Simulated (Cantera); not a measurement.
Input: 1 mol Si, 0.86 mol Cl₂, 3.2 mol H₂, held at 0.330 bar.

These are equilibrium values from Cantera (NASA tables, ideal gas, pure condensed phases), not measurements of a reactor. Candidate condensed phases: Si; 19 gas species. Rates play no part.

Question: At 402 °C, list the 4 most abundant gas species with their mole fractions, and the condensed phases.

Answer: H₂ 0.869, SiCl₄ 0.0871, SiHCl₃ 0.0426, SiH₂Cl₂ 0.00129. Condensed: Si(s).
